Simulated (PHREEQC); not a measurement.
# Buffer: an equilibrium model

Consider water at 25 °C with 18 mmol/kgw HF and 1.8 mmol/kgw K2HPO4. Closed to the air; pH follows from the charge balance.

Equilibrium calculation in PHREEQC: ion-association model, phreeqc.dat.

```json
{
 "pH": "2.66",
 "ionic_strength": "0.00597 mol/kgw",
 "specific_conductance": "1300 µS/cm",
 "total_alkalinity": "-16.2 meq/kg"
}
```

```json
[
 {"species": "HF", "molality": "0.0132", "activity": "0.0132", "log γ": "0.001"},
 {"species": "F-", "molality": "0.00436", "activity": "0.00401", "log γ": "-0.036"},
 {"species": "K+", "molality": "0.00360", "activity": "0.00331", "log γ": "-0.036"},
 {"species": "H+", "molality": "0.00237", "activity": "0.00220", "log γ": "-0.032"},
 {"species": "H2PO4-", "molality": "0.00139", "activity": "0.00128", "log γ": "-0.035"},
 {"species": "H3PO4", "molality": "0.000414", "activity": "0.000414", "log γ": "0.001"},
 {"species": "HF2-", "molality": "0.000221", "activity": "0.000203", "log γ": "-0.036"},
 {"species": "HPO4-2", "molality": "4.99e-8", "activity": "3.62e-8", "log γ": "-0.140"}
]
```

Precipitation was switched off in this run.
